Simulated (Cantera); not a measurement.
A closed system holds: 1 mol SiH₂Cl₂, 0.11 mol CH₄, 220 mol H₂, equilibrated at 100 Torr.

Equilibrium computed with Cantera from the NASA thermochemical tables; the gas is ideal and each condensed phase is pure. Candidate condensed phases: C, C₆H₆, C₇H₈, C₈H₁₈, Si, SiC; 109 gas species. Mutual solubility and eutectic melting of coexisting phases are not modelled. Kinetics and transport are ignored. All values below are at 1250 °C.

Base state: H₂ 0.991, HCl 0.00851, SiCl₂ 0.000239, H 6.30e-5 (mole fractions); condensed: Si(s) + SiC(s).

**Question.** What changes in the equilibrium state with this change: SiH₂Cl₂ replaced by SiH₄?

**Answer.** 
| species | before | after |
|---|---|---|
| H₂ | 0.991 | 1.000 |
| H | 6.30e-5 | 6.33e-5 |
| HCl | 0.00851 | 0 |
| SiCl₂ | 0.000239 | 0 |
| Si(s), mol | 0.836 | 0.890 |
| SiC(s), mol | 0.109 | 0.109 |
